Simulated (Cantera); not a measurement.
An isothermal, constant-pressure homogeneous reactor starts with 0.393 % CH3OH, 1.38 % O2, 98.2 % N2, equivalence ratio 0.43, at 1373 K and 120000 Pa.

Detailed kinetics in Cantera: GRI-Mech 3.0 (53 species, 325 reactions). GRI-Mech 3.0 was tuned for natural gas; its chemistry of methanol as a main component is partial and can be far from experiment.

One state of this run: x CH3OH = <1e-12; x O2 = 0.00784; x OH = 5.32e-6; x NO = 1.02e-6; x CH2O = <1e-12; x NO2 = 3.11e-9. x: mole fraction; the columns are a selection and need not sum to one.

Task: Which value of t (s) does it belong to?
(A) 2.13e-5
(B) 0.0443
(C) 0.204
(D) 9.80e-5

Result: C, 0.204
